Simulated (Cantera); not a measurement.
Charge: 1 mol Si, 21 mol HBr, 16 mol N2, equilibrated at 850 K and 1.00 Torr.

Cantera equilibrium calculation (NASA polynomials, part measured and part estimated; ideal gas, pure solids and liquids). Candidate condensed phases: Br2, Si, Si3N4; 28 gas species. Rates play no part.

Base state: HBr 0.472, N2 0.444, H2 0.0556, SiBr4 0.0278 (mole fractions); condensed: gas only.

Question: What changes in the equilibrium state with this change: HBr from 21 to 3.7 mol?

Answer: 
| species | before | after |
|---|---|---|
| N2 | 0.444 | 0.814 |
| HBr | 0.472 | 0.161 |
| H2 | 0.0556 | 0.0171 |
| SiBr4 | 0.0278 | 0.00854 |
| Si3N4(s), mol | 0 | 0.279 |
N2 is the only nitrogen source here; it is nearly inert below about 1500 K, so the nitride shown seldom forms there in practice.

Question: What changes in the equilibrium state with this change: HBr from 21 to 1.6 mol?

Answer: 
```tsv
species	before	after
N2	0.444	0.909
HBr	0.472	0.0812
H2	0.0556	0.00670
SiBr4	0.0278	0.00335
Si3N4(s), mol	0	0.314
```
N2 is the only nitrogen source here; it is nearly inert below about 1500 K, so the nitride shown seldom forms there in practice.
